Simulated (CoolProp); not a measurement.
R404A along the isobar 1.01 bar: density (kg/m³) from the reference equation and from simpler models built on Tc = 345.3 K, pc = 37.35 bar, ω = 0.293; each cubic takes its own stable root.

Values from CoolProp's reference Helmholtz-energy equation of state, Lemmon 2003. It is a pseudo-pure fit of the blend.

| T (K) | phase | reference | van der Waals | Soave-Redlich-Kwong | Peng-Robinson |
|---|---|---|---|---|---|
| 216.3 | liquid | 1339 | 5.618 | 1172 | 1323 |
| 236.8 | gas | 5.217 | 5.107 | 5.164 | 5.171 |
| 241.9 | gas | 5.089 | 4.995 | 5.045 | 5.052 |
| 247.1 | gas | 4.967 | 4.885 | 4.930 | 4.937 |
| 252.2 | gas | 4.853 | 4.783 | 4.823 | 4.829 |
| 257.3 | gas | 4.745 | 4.684 | 4.720 | 4.726 |
| 262.4 | gas | 4.643 | 4.590 | 4.622 | 4.628 |
| 267.6 | gas | 4.544 | 4.497 | 4.526 | 4.532 |
| 272.7 | gas | 4.451 | 4.410 | 4.436 | 4.442 |
| 277.8 | gas | 4.363 | 4.327 | 4.350 | 4.355 |
| 283 | gas | 4.276 | 4.245 | 4.265 | 4.271 |
| 288.1 | gas | 4.195 | 4.167 | 4.186 | 4.191 |
| 293.2 | gas | 4.117 | 4.093 | 4.109 | 4.114 |

At some of these states van der Waals gives the other phase, because its saturation line lies elsewhere.
